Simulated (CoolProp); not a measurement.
Vapour-liquid equilibrium of CH2F2 (R32) (1) + R125 (2) at -47.25 °C; x and y are mole fractions of (1).

Computed with CoolProp (multi-fluid Helmholtz-energy mixture model, Tillner-Roth 1997 and Lemmon 2005; pair parameters Lemmon 2004).

Problem. Give the bubble pressure and the first vapour's composition at x = 0.05, 0.5, 0.575. Is there an azeotrope?

Solution. x = 0.05: 107.2 kPa, y = 0.064; x = 0.5: 121.0 kPa, y = 0.551; x = 0.575: 122.6 kPa, y = 0.618. y crosses x between x = 0.875 and 0.95: the model has an azeotrope there.

Pair parameters are fitted to limited data, so mixtures are less certain than the pure fluids.
